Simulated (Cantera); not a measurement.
**HF + O2 + H2 + SO2 (abatement and gas-phase synthesis)**

A closed system holds: 1 mol HF, 0.2 mol O2, 17 mol H2, 0.12 mol SO2, equilibrated at 775 K and 13.3 mbar.

These are equilibrium values from Cantera (NASA tables, ideal gas, pure condensed phases), not measurements of a reactor. Candidate condensed phases: H2O, H2SO4, S; 43 gas species. The numbers say what is thermodynamically allowed, not how fast it happens.

```yaml
x(H2): 0.902
x(HF): 0.0556
x(H2O): 0.0356
x(H2S): 0.00667
gas_amount: 18.00 mol
log10 activity of S(l) (absent): -5.18
log10 activity of H2SO4(l) (absent): -34.19
```
